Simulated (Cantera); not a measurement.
Mixture: 17.7 % H2, 20.6 % O2, 59.8 % N2, 0.195 % NO, 1.67 % CO2, at 0.336 atm, adiabatic and at constant volume. Ignition delay is the time to a rise of 400 K.

Model: GRI-Mech 3.0 (53 species, 325 reactions), integrated in Cantera. The mechanism lacks 2 NO + O2 → 2 NO2 and HONO, so NO2 and the effect of NO are under-described below about 1400 K. Where the delays flatten at high temperature, the 400 K rule measures the pace of heat release, not the induction time.

### Question
Predict: delay at 1200 K; delay at 1250 K; delay at 1300 K; delay at 1350 K; delay at 1400 K; delay at 1450 K; delay at 1500 K.

### Answer
```json
{
  "delay at 1200 K": "0.131 ms",
  "delay at 1250 K": "0.111 ms",
  "delay at 1300 K": "98.0 µs",
  "delay at 1350 K": "89.7 µs",
  "delay at 1400 K": "85.0 µs",
  "delay at 1450 K": "83.0 µs",
  "delay at 1500 K": "83.3 µs"
}
```
